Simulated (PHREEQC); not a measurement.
0.055 g of hydrous ferric oxide (600 m²/g; 0.2 weak and 0.005 strong sites per Fe, Dzombak-Morel constants, diffuse double layer) in 1 kg of water with 0.3 mol/kgw of an inert sodium salt and 4.3e-05 mol/kgw MnCl2, 2.2e-05 mol/kgw NaF and 3.6e-05 mol/kgw Na2HAsO4, at 25 °C; the pH is set by adding NaOH or the inert anion's acid. The system is closed to oxygen. CO2 from the air is kept out. Nothing may precipitate in this run.

Base run: PHREEQC, ion-association model, wateq4f.dat. Each further column changes one thing. The table gives As sorbed (%).

| pH | base | no electrostatic term (-no_edl) | background salt from 0.3 to 0.03 mol/kgw | oxide from 0.055 to 0.28 g/kgw |
|---|---|---|---|---|
| 4 | 99.9 | 91.2 | 100.0 | 100.0 |
| 5.33 | 99.9 | [?] | 100.0 | 100.0 |
| 6 | 99.8 | 94.9 | 99.9 | 100.0 |
| 7.33 | 96.4 | [?] | 97.5 | 100.0 |
| 8.67 | 70.5 | 99.8 | 65.4 | 99.3 |
| 10 | 59.1 | 99.9 | 42.5 | [?] |
| 10.67 | 48.4 | 99.9 | 29.2 | [?] |
| 12 | 18.8 | 99.3 | [?] | [?] |

Complete the blanks.


- 5.33, no electrostatic term (-no_edl): 92.6
- 7.33, no electrostatic term (-no_edl): 97.8
- 10, oxide from 0.055 to 0.28 g/kgw: 90.0
- 10.67, oxide from 0.055 to 0.28 g/kgw: 72.1
- 12, background salt from 0.3 to 0.03 mol/kgw: 4.8
- 12, oxide from 0.055 to 0.28 g/kgw: 11.8

In at least one series the solution becomes supersaturated in solids that the run did not let form, among them Pyrochroite. The database has no arsenate complexes of Mn.
